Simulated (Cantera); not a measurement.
# Titanium nitride, carbide and oxide coatings: Ti(OiPr)4 + O2

Input: 1 mol Ti(OiPr)4, 1.6 mol O2, equilibrated at 54.0 mbar.

Equilibrium computed with Cantera from the NASA thermochemical tables; the gas is ideal and each condensed phase is pure. Candidate condensed phases: C, C6H6, C7H8, C8H18, H2O, Ti, TiC, TiO, TiO2, Ti2O3, Ti3O5, Ti4O7; 113 gas species. The feed counts by its element totals alone. TiC: taken at fixed stoichiometry. Condensed phases not in the tables: Magnéli phases beyond Ti4O7. Kinetics and transport are ignored.

```csv
T (K),x H2,x CO,x H,x H2O,x CH4,n C(graphite),n TiO2(rutile),n Ti4O7(s),n Ti3O5(s),n TiC(s)
1000,0.726,0.265,8.32e-9,0.00410,0.00272,6.87,1.00,0,0,0
1100,0.728,0.270,9.49e-8,0.000949,0.00103,6.81,1.00,0,0,0
1200,0.719,0.280,7.20e-7,0.000282,0.000441,6.55,0,0.250,0,0
1300,0.716,0.283,4.03e-6,9.99e-5,0.000218,6.46,0,0,0.333,0
1400,0.660,0.340,1.70e-5,4.51e-5,0.000102,3.80,0,0,0,1.00
1500,0.660,0.340,6.16e-5,2.08e-5,6.05e-5,3.80,0,0,0,1.00
1600,0.660,0.340,0.000190,1.06e-5,3.84e-5,3.80,0,0,0,1.00
1700,0.660,0.340,0.000515,5.84e-6,2.58e-5,3.80,0,0,0,1.00
1800,0.659,0.339,0.00125,3.44e-6,1.81e-5,3.79,0,0,0,1.00
1900,0.658,0.339,0.00277,2.15e-6,1.31e-5,3.79,0,0,0,1.00
2000,0.655,0.339,0.00566,1.40e-6,9.84e-6,3.78,0,0,0,1.00
2100,0.650,0.338,0.0108,9.53e-7,7.54e-6,3.76,0,0,0,1.000
2200,0.643,0.336,0.0194,6.66e-7,5.86e-6,3.73,0,0,0,1.000
```
x: gas mole fraction; n: condensed amount in mol.

From 1000 K to 1100 K the condensed part is C(graphite) + TiO2(rutile). At 1200 K the condensed part is C(graphite) + Ti4O7(s). At 1300 K the condensed part is C(graphite) + Ti3O5(s). From 1400 K to 2200 K the condensed part is C(graphite) + TiC(s).
